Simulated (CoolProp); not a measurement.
Benzene at 494.96 K and 0.174 MPa flows at 1.8 m/s in a round tube of 12.7 mm bore and 15 µm roughness, fully developed (64/Re and Nu = 3.66 if laminar; Colebrook and Gnielinski if turbulent). Each further row changes one setting.

Values from CoolProp's reference Helmholtz-energy equation of state, Thol 2012.

| case | Reynolds number | Darcy friction factor | pressure drop (Pa/m) | heat-transfer coefficient (W/(m² K)) | mass flow (kg/h) |
|---|---|---|---|---|---|
| as stated | ___ | 0.0366 | 15.7 | 48.9 | ___ |
| velocity 3.6 m/s | 12400 | ___ | 53.5 | 90.0 | 5.53 |
| diameter 25.4 mm | 12400 | 0.0302 | 6.48 | 43.5 | 11.1 |

Task: What belongs in the gaps?

Result: 
- as stated, Reynolds number: 6190
- as stated, mass flow (kg/h): 2.76
- velocity 3.6 m/s, Darcy friction factor: 0.0311

Viscosity comes from a separate model (Avgeri 2014). Thermal conductivity comes from a separate model (Assael 2012).
